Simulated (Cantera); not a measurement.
## Gas activation for diamond growth

A perfectly stirred reactor is fed with 4.75 % CH4, 95.0 % H2, 0.275 % H, at 0.365 atm; it is held at 2048 K, and followed from long to short residence time.

Detailed kinetics in Cantera: GRI-Mech 3.0 (53 species, 325 reactions). GRI-Mech 3.0 stops at C3 and has no aromatics, soot or wall deposition, so with more carbon than oxygen in the feed, carbon stays in small species such as C2H2 where larger ones or solid carbon would form.

| τ (s) | x CH4 | x H2 | x H | x C2H2 | x CH2 |
|---|---|---|---|---|---|
| 3.4 | 0.00100 | 0.973 | 0.00365 | 0.0221 | 3.64e-7 |
| 0.78 | 0.00176 | 0.973 | 0.00364 | 0.0217 | 6.30e-7 |
| 0.18 | 0.00346 | 0.972 | 0.00360 | 0.0208 | 1.20e-6 |
| 0.040 | 0.00708 | 0.970 | 0.00354 | 0.0190 | 2.28e-6 |
| 0.0090 | 0.0139 | 0.966 | 0.00342 | 0.0155 | 4.01e-6 |
| 0.0020 | 0.0250 | 0.960 | 0.00325 | 0.00979 | 6.09e-6 |
| 0.00046 | 0.0365 | 0.954 | 0.00300 | 0.00392 | 7.22e-6 |
| 0.00010 | 0.0434 | 0.951 | 0.00246 | 0.000665 | 5.84e-6 |
x: mole fraction; the columns are a selection and need not sum to one.
